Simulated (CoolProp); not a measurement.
A single-stage vapour-compression cycle with R410A: evaporating at 267.15 K (dew point), condensing at 325.15 K (bubble point), superheat 10 K, subcooling 2 K, compressor efficiency 0.7, no pressure losses. Each further row changes one setting.

Model: reference Helmholtz-energy equation of state, Lemmon 2003, in CoolProp. It is a pseudo-pure fit of the blend.

| case | cooling COP | pressure ratio | discharge temperature (K) | refrigerating effect (kJ/kg) | volumetric capacity (kJ/m³) |
|---|---|---|---|---|---|
| as stated | 2.13 | 4.90 | 376.5 | 144 | 3400 |
| evaporating temperature 272.15 K | 2.43 | 4.16 | 371.9 | 146 | 4050 |
| condensing temperature 320.15 K | 2.46 | 4.37 | 368.7 | 154 | 3630 |
| subcooling 7 K | 2.28 | 4.90 | 376.5 | 155 | 3650 |
| superheat 20 K | 2.14 | 4.90 | 388.2 | 154 | 3440 |
| compressor efficiency 0.6 | 1.82 | 4.90 | 386.0 | 144 | 3400 |
